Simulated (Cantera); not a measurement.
Charge: 1 mol C₂H₆, 0.16 mol CO₂, 1.3 mol N₂, 0.054 mol NH₃, equilibrated at 21.0 Pa.

Equilibrium computed with Cantera from the NASA thermochemical tables; the gas is ideal and each condensed phase is pure. Candidate condensed phases: C, C₆H₆, C₇H₈, C₈H₁₈, H₂O; 136 gas species. Equilibrium is a limit: real reactors are often held back by kinetics, nucleation or transport.

log p: log10 of the partial pressure in bar; n: condensed amount in mol.

| T (°C) | log p H₂ | log p N₂ | log p H | log p CO | log p HCN | n C(graphite) |
|---|---|---|---|---|---|---|
| 477 | -3.86 | -4.23 | -14.43 | -4.86 | [?] | 1.84 |
| 627 | -3.86 | -4.23 | -11.86 | -4.85 | [?] | 1.84 |
| 777 | -3.86 | -4.23 | -10.02 | -4.85 | [?] | 1.84 |
| 927 | -3.86 | -4.23 | -8.64 | -4.85 | [?] | 1.84 |
| 1077 | -3.86 | -4.23 | -7.55 | -4.85 | [?] | 1.84 |
| 1227 | -3.86 | -4.23 | -6.69 | -4.85 | [?] | 1.84 |
| 1377 | -3.87 | -4.23 | -5.98 | -4.85 | [?] | 1.83 |
| 1527 | -3.88 | -4.24 | -5.38 | -4.85 | [?] | 1.83 |
| 1677 | -3.90 | -4.25 | -4.89 | -4.86 | [?] | 1.81 |
| 1827 | -3.96 | -4.27 | -4.49 | -4.88 | [?] | 1.79 |

Q: Complete the blanks.

A: 
- 477, log p HCN: -11.66
- 627, log p HCN: -10.11
- 777, log p HCN: -9.00
- 927, log p HCN: -8.17
- 1077, log p HCN: -7.53
- 1227, log p HCN: -7.02
- 1377, log p HCN: -6.61
- 1527, log p HCN: -6.27
- 1677, log p HCN: -5.99
- 1827, log p HCN: -5.79
